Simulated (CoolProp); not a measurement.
Values from CoolProp's reference Helmholtz-energy equation of state, Thol 2015.

**Question.** For 1,2-dichloroethane, give the phase and the cp (kJ/(kg K)), speed of sound (m/s), Joule-Thomson coefficient (K/MPa), isothermal compressibility (1/MPa) at 118.95 °C and 267 bar; 145.75 °C and 267 bar; 199.45 °C and 267 bar.

**Answer.** 
- 118.95 °C and 267 bar: liquid; cp 1.36, speed of sound 1000, Joule-Thomson coefficient -0.334, isothermal compressibility 0.00125
- 145.75 °C and 267 bar: liquid; cp 1.38, speed of sound 919, Joule-Thomson coefficient -0.296, isothermal compressibility 0.00154
- 199.45 °C and 267 bar: liquid; cp 1.44, speed of sound 768, Joule-Thomson coefficient -0.200, isothermal compressibility 0.00236
